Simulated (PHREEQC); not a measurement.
PHREEQC input (ion-association model, wateq4f.dat):

```
SOLUTION_MASTER_SPECIES
  An  An-  0  An  62.0  # stands for a non-complexing anion
SOLUTION_SPECIES
  An- = An-
    -log_k 0
    -gamma 3.0 0
PHASES
  Fix_H+
    H+ = H+
    -log_k 0
SOLUTION 1
  temp 25
  units mmol/kgw
  pH 7 charge
  Na 50
  An 50
END
SELECTED_OUTPUT 1
  -reset false
  -pH true
  -pe true
  -ionic_strength true
  -water true
  -totals Na
  -molalities Hfo_wOH Hfo_wOH2+ Hfo_wO- Hfo_sOH Hfo_sOH2+ Hfo_sO-
USER_PUNCH 1
  -headings sigma psi
  10 PUNCH EDL("sigma", "Hfo"), EDL("psi", "Hfo")
PRINT
  -reset false
USE solution 1
SURFACE 1
  Hfo_wOH 0.000175281 600 0.078
  Hfo_sOH 4.38202e-06
EQUILIBRIUM_PHASES 1
  Fix_H+ -3 HAn 10
    -force_equality true
  O2(g) -0.68 10
END
# ... the last block is repeated for the other 12 points of pH, with NaOH or the acid as the point needs
```

Selected output (columns that matter, 13 of 13 rows; pH added in front):

```
pH	mu	Na	m_Hfo_wOH	m_Hfo_wOH2+	m_Hfo_wO-	m_Hfo_sOH	m_Hfo_sOH2+	m_Hfo_sO-	sigma	psi
3	0.051259	0.05	6.2844e-06	0.00016899	5.3538e-09	1.5711e-07	4.2248e-06	1.3384e-10	0.35713	0.16921
3.5	0.050452	0.05	1.6677e-05	0.00015856	4.0183e-08	4.1693e-07	3.9641e-06	1.0046e-09	0.33502	0.16634
4	0.050188	0.05	3.5836e-05	0.00013923	2.1129e-07	8.9589e-07	3.4808e-06	5.2824e-09	0.29381	0.15976
4.5	0.050095	0.05	6.1018e-05	0.00011351	7.514e-07	1.5254e-06	2.8378e-06	1.8785e-08	0.2383	0.1491
5	0.050056	0.05	8.5909e-05	8.7438e-05	1.9337e-06	2.1477e-06	2.1859e-06	4.8342e-08	0.1807	0.13501
5.5	0.050035	0.05	0.00010597	6.538e-05	3.9345e-06	2.6491e-06	1.6345e-06	9.8361e-08	0.12986	0.1183
6	0.050023	0.05	0.00011976	4.8786e-05	6.7348e-06	2.994e-06	1.2197e-06	1.6837e-07	0.088871	0.099383
6.5	0.050014	0.05	0.00012795	3.7272e-05	1.0062e-05	3.1987e-06	9.3179e-07	2.5155e-07	0.057504	0.07842
7	0.050008	0.05	0.00013213	2.9667e-05	1.3482e-05	3.3033e-06	7.4168e-07	3.3704e-07	0.034206	0.055532
7.5	0.050004	0.05	0.00013396	2.4649e-05	1.6677e-05	3.3489e-06	6.1621e-07	4.1693e-07	0.016846	0.031067
8	0.050001	0.05	0.00013453	2.1057e-05	1.9691e-05	3.3633e-06	5.2643e-07	4.9226e-07	0.002888	0.0056452
8.5	0.050006	0.050009	0.00013432	1.8008e-05	2.2952e-05	3.358e-06	4.5021e-07	5.7379e-07	-0.010447	-0.019955
9	0.050019	0.050025	0.00013314	1.4922e-05	2.7215e-05	3.3286e-06	3.7305e-07	6.8038e-07	-0.025981	-0.044929
```

The oxide is taken as insoluble; below pH 4 it would dissolve.
